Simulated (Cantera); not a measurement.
Input: 1 mol SiCl4, 100 mol H2, held at 900 °C.

Method: chemical equilibrium by Gibbs-energy minimisation in Cantera with the NASA 1993 tables (ideal gas, pure condensed phases). Candidate condensed phases: Si; 19 gas species. Kinetics and transport are ignored.

### Question
What share of the Si ends up in condensed phases as a function of P (Pa), at 100, 350, 1300, 4500, 16000, 56000, 200000?

### Answer
```
P (Pa)  Si condensed (%)     as
------  ----------------  -----
100                 71.3  Si(s)
350                 69.8  Si(s)
1300                66.0  Si(s)
4500                58.6  Si(s)
16000               46.9  Si(s)
56000               32.7  Si(s)
200000              17.0  Si(s)
```
